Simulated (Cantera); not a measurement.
An isothermal, constant-pressure homogeneous reactor starts with CH₄ : H₂ = 1 : 57 (molar parts), at 1100 K and 2.18 Torr. Integrator tolerance rtol = 1e-08.

Model: GRI-Mech 3.0 (53 species, 325 reactions), integrated in Cantera. GRI-Mech 3.0 stops at C3 and has no aromatics, soot or wall deposition, so with more carbon than oxygen in the feed, carbon stays in small species such as C2H2 where larger ones or solid carbon would form. Radical loss at walls, strong at low pressure, is not modelled.

Task: What does this change do: temperature 1100 to 1898 K?

Result: 
| quantity | before | after |
|---|---|---|
| x(CH₄) at 3.00 s | 0.0172 (gas-phase equilibrium 0.0164) | 0.000602 (gas-phase equilibrium 7.44e-6) |
| x(H₂) at 3.00 s | 0.983 (gas-phase equilibrium 0.983) | 0.982 (gas-phase equilibrium 0.977) |
| x(C₂H₂) at 3.00 s | <1e-12 (gas-phase equilibrium 0.000356) | 0.00809 (gas-phase equilibrium 0.00841) |
| x(CH₃) at 3.00 s | 5.59e-10 (gas-phase equilibrium 1.46e-7) | 0.000107 (gas-phase equilibrium 2.20e-6) |
| x(C₂H₄) at 3.00 s | <1e-12 (gas-phase equilibrium 6.72e-5) | 6.02e-7 (gas-phase equilibrium 2.91e-7) |

Task: What does this change do: temperature 1100 to 1700 K?

Result: 
```json
[
 {"quantity": "x(CH₄) at 3.00 s", "before": "0.0172 (gas-phase equilibrium 0.0164)", "after": "0.00936 (gas-phase equilibrium 3.32e-5)"},
 {"quantity": "x(H₂) at 3.00 s", "before": "0.983 (gas-phase equilibrium 0.983)", "after": "0.985 (gas-phase equilibrium 0.989)"},
 {"quantity": "x(C₂H₂) at 3.00 s", "before": "<1e-12 (gas-phase equilibrium 0.000356)", "after": "0.00368 (gas-phase equilibrium 0.00844)"},
 {"quantity": "x(CH₃) at 3.00 s", "before": "5.59e-10 (gas-phase equilibrium 1.46e-7)", "after": "0.000346 (gas-phase equilibrium 1.87e-6)"},
 {"quantity": "x(C₂H₄) at 3.00 s", "before": "<1e-12 (gas-phase equilibrium 6.72e-5)", "after": "1.32e-5 (gas-phase equilibrium 1.17e-6)"}
]
```
